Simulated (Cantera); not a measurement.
Charge: 1 mol HgO, 0.2 mol O2, 80 mol H2.

These are equilibrium values from Cantera (NASA tables, ideal gas, pure condensed phases), not measurements of a reactor. Candidate condensed phases: H2O, Hg, HgO; 10 gas species. The numbers say what is thermodynamically allowed, not how fast it happens.

Stable condensed phases, one row left out:

```
T in K \ P in Pa
              10      68     460    3200   22000  150000 1000000
   1425        A       A       A       A       A       A       A
   1350        A       A       A       A       A       A       A
   1275        A       A       A       A       A       A       A
   1200        A       A       A       A       A       A       A
   1125        A       A       A       A       A       A       A
   1050        A       A       A       A       A       A       A
    975        A       A       A       A       A       A       A
    900        A       A       A       A       A       A       A
    825        A       A       A       A       A       A       A
    750        A       A       A       A       A       A       A
    675        A       A       A       A       A       A       A
    525        A       A       A       A       A       A       B
    450        A       A       A       A       A       B       B
```

A: gas only; B: Hg.

Problem. Give the row for 600 K.

Solution. 10: gas only; 68: gas only; 460: gas only; 3200: gas only; 22000: gas only; 150000: gas only; 1000000: gas only.
